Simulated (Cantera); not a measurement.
Cantera run, input and output.

```python
import numpy as np
import cantera as ct

gas = ct.Solution("h2o2.yaml")
gas.TPX = 450, 100000, {'H2': 1.5, 'O2': 0.357, 'N2': 1.34}
inlet = ct.Reservoir(gas, clone=True)
gas.equilibrate("HP")  # start burning
reactor = ct.IdealGasConstPressureReactor(gas, energy="on", clone=False)
exhaust = ct.Reservoir(gas, clone=True)
tau = [0.42, 0.16, 0.059, 0.022, 0.0083, 0.0031, 0.0012, 0.00043, 0.00016, 6e-05, 2.3e-05, 8.5e-06, 3.2e-06][0]
for a, b in ((inlet, reactor), (reactor, exhaust)):
    ct.MassFlowController(a, b, mdot=lambda t: reactor.mass / tau)
net = ct.ReactorNet([reactor])
show = ['H2', 'O2', 'H2O2', 'H', 'OH']

rows = []
print(f"{'tau/s':>10s}{'T/K':>9s}" + "".join(f"{s:>11s}" for s in show))
for tau in [0.42, 0.16, 0.059, 0.022, 0.0083, 0.0031, 0.0012, 0.00043, 0.00016, 6e-05, 2.3e-05, 8.5e-06, 3.2e-06]:
    net.initial_time = 0.0
    net.advance(30 * tau)
    before = gas.X
    net.advance(40 * tau)
    drift = np.max(np.abs(gas.X - before) / (gas.X + 1e-9))
    rows.append([gas.T, *gas[show].X, drift])
    print(f"{tau:10.3e}{gas.T:9.1f}" + "".join(f"{x:11.3e}" for x in gas[show].X))
```

It prints:

```
     tau/s      T/K         H2         O2       H2O2          H         OH
 4.200e-01   2139.7  2.751e-01  7.384e-06  1.156e-09  2.879e-03  3.328e-04
 1.600e-01   2133.8  2.745e-01  1.465e-05  2.026e-09  3.762e-03  4.312e-04
 5.900e-02   2122.4  2.735e-01  2.802e-05  4.060e-09  5.485e-03  6.184e-04
 2.200e-02   2102.9  2.718e-01  5.194e-05  8.392e-09  8.418e-03  9.223e-04
 8.300e-03   2071.8  2.691e-01  9.657e-05  1.706e-08  1.306e-02  1.366e-03
 3.100e-03   2023.7  2.650e-01  1.857e-04  3.435e-08  2.023e-02  1.962e-03
 1.200e-03   1955.8  2.592e-01  3.594e-04  6.719e-08  3.023e-02  2.619e-03
 4.300e-04   1853.4  2.509e-01  7.635e-04  1.398e-07  4.501e-02  3.241e-03
 1.600e-04   1724.5  2.415e-01  1.685e-03  2.779e-07  6.267e-02  3.483e-03
 6.000e-05   1570.6  2.349e-01  4.215e-03  4.876e-07  8.033e-02  3.193e-03
 2.300e-05   1392.4  2.476e-01  1.338e-02  7.364e-07  8.568e-02  2.527e-03
 8.500e-06    450.0  4.692e-01  1.117e-01 -3.787e-19 -4.121e-22 -3.779e-22
 3.200e-06    450.0  4.692e-01  1.117e-01 -3.030e-22 -2.491e-25 -2.837e-25
```

Computed with Cantera and the H2/O2 subset of GRI-Mech 3.0, which has no nitrogen chemistry.
